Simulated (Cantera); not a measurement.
A perfectly stirred reactor is fed with H2 : O2 : N2 = 1 : 0.625 : 2.35 (molar parts), equivalence ratio 0.80, at 100000 Pa; it is adiabatic with a 800 K inlet, and is followed from long to short residence time, starting on the burning branch (τ in s: 0.08, 0.035, 0.016, 0.0068, 0.003, 0.0013, 0.00058, 0.00026, 0.00011, 5e-05, 2.2e-05, 9.6e-06).

Model: the H2/O2 subset of GRI-Mech 3.0, which has no nitrogen chemistry, integrated in Cantera.

x: mole fraction; the columns are a selection and need not sum to one.

```tsv
τ (s)	T (K)	x H2	x O2	x H2O2	x OH	x H2O
0.080	2481	0.00805	0.0352	3.39e-7	0.0145	0.268
0.035	2478	0.00824	0.0353	3.35e-7	0.0147	0.268
0.016	2472	0.00865	0.0354	3.27e-7	0.0149	0.267
0.0068	2458	0.00963	0.0356	3.11e-7	0.0156	0.265
0.0030	2427	0.0116	0.0361	2.89e-7	0.0168	0.261
0.0013	2365	0.0154	0.0373	2.82e-7	0.0186	0.254
0.00058	2268	0.0206	0.0392	3.17e-7	0.0203	0.244
0.00026	2140	0.0264	0.0419	4.19e-7	0.0209	0.231
0.00011	1976	0.0322	0.0456	6.74e-7	0.0199	0.216
5.0e-5	…	…	…	…	…	0.203
2.2e-5	1631	0.0452	0.0573	2.48e-6	0.0138	0.186
9.6e-6	…	…	…	…	…	…
```

Problem. What belongs in the gaps?

Solution. 
- 5.0e-5, T (K): 1811
- 5.0e-5, x H2: 0.0372
- 5.0e-5, x O2: 0.0501
- 5.0e-5, x H2O2: 1.22e-6
- 5.0e-5, x OH: 0.0174
- 9.6e-6, T (K): 1424
- 9.6e-6, x H2: 0.0737
- 9.6e-6, x O2: 0.0751
- 9.6e-6, x H2O2: 4.98e-6
- 9.6e-6, x OH: 0.00898
- 9.6e-6, x H2O: 0.154
